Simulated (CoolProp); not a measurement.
n-perfluorohexane along the isobar 13.4 bar: fugacity coefficient from the reference equation and from simpler models built on Tc = 174.9 °C, pc = 17.42 bar, ω = 0.497; each cubic takes its own stable root.

Model: reference Helmholtz-energy equation of state, Gao 2022, in CoolProp.

| T (°C) | phase | reference | van der Waals | Redlich-Kwong | Soave-Redlich-Kwong |
|---|---|---|---|---|---|
| 108.55 | liquid | 0.2965 | 0.5472 | 0.4211 | (withheld) |
| 113.85 | liquid | (withheld) | 0.5722 | 0.4523 | 0.3413 |
| 119.05 | liquid | 0.3645 | 0.5969 | 0.4836 | 0.3773 |
| 124.35 | liquid | 0.4017 | (withheld) | 0.5161 | 0.4159 |
| 129.55 | liquid | 0.4399 | 0.6469 | 0.5485 | 0.4554 |
| 134.85 | liquid | 0.4806 | 0.6720 | (withheld) | 0.4972 |
| 140.05 | liquid | 0.5219 | 0.6964 | 0.6146 | 0.5395 |
| 145.35 | liquid | 0.5654 | 0.7209 | 0.6480 | 0.5836 |
| 150.55 | liquid | 0.6090 | (withheld) | 0.6805 | 0.6274 |
| 155.85 | liquid | 0.6542 | (withheld) | 0.7087 | 0.6721 |
| 166.35 | gas | 0.7147 | 0.7598 | 0.7305 | 0.7253 |
| 171.55 | gas | 0.7281 | (withheld) | 0.7403 | (withheld) |
| 176.85 | gas | 0.7406 | 0.7743 | 0.7497 | 0.7508 |

Question: Some entries are withheld; supply them.

Answer: 
- 108.55, Soave-Redlich-Kwong: 0.3066
- 113.85, reference: 0.3299
- 124.35, van der Waals: 0.6221
- 134.85, Redlich-Kwong: 0.5818
- 150.55, van der Waals: 0.7347
- 155.85, van der Waals: 0.7436
- 171.55, van der Waals: 0.7671
- 171.55, Soave-Redlich-Kwong: 0.7384

At some of these states van der Waals, Redlich-Kwong gives the other phase, because its saturation line lies elsewhere.
